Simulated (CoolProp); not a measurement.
Neopentane along the isobar 36.8 bar: Z from the reference equation and from simpler models built on Tc = 433.7 K, pc = 31.96 bar, ω = 0.196; each cubic takes its own stable root.

The numbers come from the reference Helmholtz-energy equation of state, Lemmon 2006 in CoolProp. It is a short technical equation, of lower accuracy than the large ones.

```
T (K)          phase  reference
-----  -------------  ---------
394.2         liquid     0.1750
408.4         liquid     0.1802
422.5         liquid     0.1908
436.7  supercritical     0.2212
450.9  supercritical     0.4698
465    supercritical     0.5835
479.2  supercritical     0.6508
493.4  supercritical     0.6995
507.5  supercritical     0.7373
521.7  supercritical     0.7684
535.8  supercritical     0.7942
550    supercritical     0.8164
```

How far does each simpler model (Soave-Redlich-Kwong, Peng-Robinson) lie from the reference over these 12 states: mean and median of the absolute difference, and the worst?


- Soave-Redlich-Kwong: mean 6.9 %, median 2.4 %, worst +22.7 % at 436.7 K and 36.8 bar
- Peng-Robinson: mean 2.9 %, median 2.0 %, worst +11.8 % at 436.7 K and 36.8 bar
